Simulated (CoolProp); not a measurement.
Saturation properties of ammonia.

Computed with CoolProp (reference Helmholtz-energy equation of state, Gao 2020).

```json
[
 {"T (K)": "320.8", "p (bar)": "19.12", "liquid density (kg/m³)": "567.0", "enthalpy of vaporisation (kJ/kg)": "1063", "liquid cp (kJ/(kg K))": "5.034", "vapour Z": "0.8239", "vapour viscosity (µPa s)": "10.6"},
 {"T (K)": "326.7", "p (bar)": "22.27", "liquid density (kg/m³)": "556.8", "enthalpy of vaporisation (kJ/kg)": "1033", "liquid cp (kJ/(kg K))": "5.125", "vapour Z": "0.8059", "vapour viscosity (µPa s)": "10.8"},
 {"T (K)": "332.6", "p (bar)": "25.80", "liquid density (kg/m³)": "546.3", "enthalpy of vaporisation (kJ/kg)": "1001", "liquid cp (kJ/(kg K))": "5.232", "vapour Z": "0.7866", "vapour viscosity (µPa s)": "11.0"},
 {"T (K)": "338.6", "p (bar)": "29.80", "liquid density (kg/m³)": "535.2", "enthalpy of vaporisation (kJ/kg)": "966.6", "liquid cp (kJ/(kg K))": "5.359", "vapour Z": "0.7657", "vapour viscosity (µPa s)": "11.3"},
 {"T (K)": "344.5", "p (bar)": "34.16", "liquid density (kg/m³)": "523.7", "enthalpy of vaporisation (kJ/kg)": "930.9", "liquid cp (kJ/(kg K))": "5.508", "vapour Z": "0.7437", "vapour viscosity (µPa s)": "11.5"},
 {"T (K)": "350.4", "p (bar)": "38.99", "liquid density (kg/m³)": "511.6", "enthalpy of vaporisation (kJ/kg)": "892.8", "liquid cp (kJ/(kg K))": "5.689", "vapour Z": "0.7202", "vapour viscosity (µPa s)": "11.8"},
 {"T (K)": "356.3", "p (bar)": "44.32", "liquid density (kg/m³)": "498.8", "enthalpy of vaporisation (kJ/kg)": "852.1", "liquid cp (kJ/(kg K))": "5.912", "vapour Z": "0.6951", "vapour viscosity (µPa s)": "12.1"},
 {"T (K)": "362.3", "p (bar)": "50.27", "liquid density (kg/m³)": "484.9", "enthalpy of vaporisation (kJ/kg)": "807.3", "liquid cp (kJ/(kg K))": "6.201", "vapour Z": "0.6676", "vapour viscosity (µPa s)": "12.5"},
 {"T (K)": "368.2", "p (bar)": "56.70", "liquid density (kg/m³)": "470.2", "enthalpy of vaporisation (kJ/kg)": "759.4", "liquid cp (kJ/(kg K))": "6.575", "vapour Z": "0.6384", "vapour viscosity (µPa s)": "12.9"}
]
```

It boils at 239.8 K under 1 atm.

Viscosity comes from a separate model (Fenghour 1995).
